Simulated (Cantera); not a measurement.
What does this Cantera script print?

```python
import numpy as np
import cantera as ct

gas_names = """
    H H2 Si SiH SiH2 SiH3 SiH4 Si2 Si3
""".split()
cond_names = """
    Si(cr) Si(L)
""".split()


def load(file, names, dense=False):
    # The tables refer to 1 bar. Condensed volumes are neglected.
    table = {s.name: s for s in ct.Species.list_from_file(file)}
    out = []
    for n in names:
        d = dict(table[n].input_data)
        d["thermo"] = dict(d["thermo"], **{"reference-pressure": 1e5})
        if dense:
            d["equation-of-state"] = {"model": "constant-volume", "density": "1e6 g/cm^3"}
        out.append(ct.Species.from_dict(d))
    return out


gas = ct.Solution(thermo="ideal-gas", species=load("nasa_gas.yaml", gas_names))
cond = {s.name: ct.Solution(thermo="fixed-stoichiometry", species=[s], name=s.name)
        for s in load("nasa_condensed.yaml", cond_names, dense=True)}
atoms = {
    'Si': {'Si': 1},
    'H2': {'H': 2},
}
top_T = {}  # K; cautious upper limits of use, not melting points


def equilibrate(T, P, feed):
    n = {}
    for name, mol in feed.items():
        for a, k in atoms[name].items():
            n[a] = n.get(a, 0.0) + k * mol
    gas.TPX = T, P, n
    mass = sum(n.values()) * gas.mean_molecular_weight
    gas.equilibrate("TP")
    valid = [c for c in cond.values() if c.min_temp <= T <= top_T.get(c.name, c.max_temp)]
    mix = ct.Mixture([(gas, mass / gas.mean_molecular_weight)] + [(c, 0.0) for c in valid])
    mix.T, mix.P = T, P
    mix.equilibrate("TP", solver="vcs", rtol=1e-11, max_steps=5000)
    return mix


results = []
feed = {'Si': 1, 'H2': 8.9}  # mol
T = 775  # K
P = 11000  # Pa
mix = equilibrate(T, P, feed)
results.append((T, P, feed, dict(zip(mix.species_names, mix.species_moles))))
x = sorted(zip(gas.X, gas.species_names), reverse=True)
print(f"T = {T:g} K  P = {P:g} Pa  gas = {mix.phase_moles(0):.4g} mol")
print("   x: " + "  ".join(f"{s} {v:.3e}" for v, s in x if v > 1e-05))
print("   condensed (mol): " + ("  ".join(f"{mix.phase(i).name} {mix.phase_moles(i):.4g}"
      for i in range(1, mix.n_phases) if mix.phase_moles(i) > 1e-12) or "none"))
```

Result:

```
T = 775 K  P = 11000 Pa  gas = 8.9 mol
   x: H2 1.000e+00
   condensed (mol): Si(cr) 1
```

Method: chemical equilibrium by Gibbs-energy minimisation in Cantera with the NASA 1993 tables (ideal gas, pure condensed phases).
